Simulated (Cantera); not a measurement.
Cantera run, input and output.

```python
import numpy as np
import cantera as ct

gas = ct.Solution("gri30.yaml")
gas.TPX = 1275, 1000000, {'CH2O': 0.0019, 'O2': 0.018, 'N2': 1}
reactor = ct.IdealGasConstPressureReactor(gas, energy="off", clone=False)
net = ct.ReactorNet([reactor])
net.rtol, net.atol = 1e-08, 1e-18
show = ['CH2O', 'O2', 'CH3', 'N2O', 'NO']
times = np.geomspace(0.0003, 40, 14)

steps = ct.SolutionArray(gas, extra=["t"])
rows = []
print(f"{'t/s':>10s}{'T/K':>9s}{'P/Pa':>11s}" + "".join(f"{s:>11s}" for s in show))
for t in times:
    while net.time < t:
        t_next = net.step()
        steps.append(gas.state, t=t_next)
    rows.append([np.interp(t, steps.t, y) for y in (steps.T, steps.P, *steps(*show).X.T)])
    print(f"{t:10.3e}{rows[-1][0]:9.1f}{rows[-1][1]:11.4g}" + "".join(f"{x:11.3e}" for x in rows[-1][2:]))
rate = np.gradient(steps.T, steps.t)
print("integrator steps:", len(steps.t))
if steps.T.max() > steps.T[0] + 200:
    print(f"time of steepest temperature rise: {steps.t[rate.argmax()]:.4e} s")
gas.TPX = 1275, 1000000, {'CH2O': 0.0019, 'O2': 0.018, 'N2': 1}
gas.equilibrate("TP")
print(f"equilibrium (TP): T = {gas.T:.1f} K  " + "  ".join(f"{s} {gas[s].X[0]:.3e}" for s in show))
```

It prints:

```
       t/s      T/K       P/Pa       CH2O         O2        CH3        N2O         NO
 3.000e-04   1275.0      1e+06  2.354e-04  1.695e-02  1.758e-11  1.169e-08  3.009e-11
 7.436e-04   1275.0      1e+06  2.935e-07  1.671e-02  2.334e-12  9.569e-08  3.056e-10
 1.843e-03   1275.0      1e+06  3.544e-12  1.654e-02  3.857e-13  3.070e-07  1.067e-09
 4.569e-03   1275.0      1e+06  3.488e-13  1.639e-02  2.594e-14  6.233e-07  2.971e-09
 1.132e-02   1275.0      1e+06  8.135e-14  1.620e-02  1.621e-16  1.141e-06  8.845e-09
 2.807e-02   1275.0      1e+06  1.292e-14  1.597e-02  5.310e-19  1.798e-06  2.323e-08
 6.958e-02   1275.0      1e+06  2.258e-16  1.582e-02  1.524e-21  1.995e-06  4.389e-08
 1.725e-01   1275.0      1e+06  1.239e-19  1.579e-02  6.343e-22  1.176e-06  6.638e-08
 4.275e-01   1275.0      1e+06 -5.784e-20  1.579e-02  1.691e-20  2.395e-07  7.313e-08
 1.060e+00   1275.0      1e+06 -1.740e-20  1.579e-02 -2.493e-25  2.810e-08  7.375e-08
 2.627e+00   1275.0      1e+06  5.460e-25  1.579e-02  4.249e-28  2.441e-08  7.388e-08
 6.510e+00   1275.0      1e+06  5.456e-25  1.579e-02  4.102e-28  2.441e-08  7.417e-08
 1.614e+01   1275.0      1e+06  5.448e-25  1.579e-02  3.760e-28  2.441e-08  7.488e-08
 4.000e+01   1275.0      1e+06  5.429e-25  1.579e-02  3.050e-28  2.441e-08  7.664e-08
integrator steps: 1756
equilibrium (TP): T = 1275.0 K  CH2O 5.362e-25  O2 1.573e-02  CH3 1.236e-38  N2O 2.438e-08  NO 1.029e-04
```

Cantera simulation using GRI-Mech 3.0 (53 species, 325 reactions); the numbers are that mechanism's predictions, not measurements.
